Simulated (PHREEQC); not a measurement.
A solution holds 0.018 mol HF, 0.024 mol NH4F and 0.0016 mol (NH4)2SiF6 per kg of water, at 25 °C. Closed to the air; pH follows from the charge balance.

All values are PHREEQC results (ion-association model, phreeqc.dat), not measurements.

Each row changes one thing in this solution. No solid was allowed to form.

| case | pH | ionic strength (mol/kgw) | F- (mol/kgw) | HF (mol/kgw) | HF2- (mol/kgw) | NH3 (mol/kgw) |
|---|---|---|---|---|---|---|
| as made | 3.26 | 0.0294 | 0.0232 | 0.0160 | 0.00142 | 2.36e-8 |
| HF from 0.018 to 0.09 mol/kgw | 2.52 | 0.0323 | 0.0210 | 0.0800 | 0.00646 | 4.20e-9 |
| (NH4)2SiF6 left out | 3.27 | 0.0246 | 0.0232 | 0.0160 | 0.00142 | 2.14e-8 |
| HF from 0.018 to 0.18 mol/kgw | 2.18 | 0.0364 | 0.0196 | 0.160 | 0.0120 | 1.91e-9 |
| diluted 100-fold with water | 3.83 | 0.000424 | 0.000424 | 9.21e-5 | 1.50e-7 | 1.02e-9 |
| (NH4)2SiF6 from 0.0016 to 0.00176 mol/kgw | 3.26 | 0.0299 | 0.0232 | 0.0159 | 0.00142 | 2.38e-8 |
| temperature from 25 to 60 °C | 3.54 | 0.0291 | 0.0227 | 0.0161 | 0.00161 | 3.98e-7 |
| (NH4)2SiF6 replaced by KHF2 at the same molality | 3.26 | 0.0262 | 0.0246 | 0.0173 | 0.00164 | 2.07e-8 |
| 0.042 mol/kgw NH4HSO4 added | 2.03 | 0.0996 | 0.00356 | 0.0374 | 0.000510 | 2.74e-9 |

Away from 25 °C the constants follow the database's enthalpies or fits; those with neither stay at their 25 °C values. SiF6-2 is the database's only silicon fluoride.
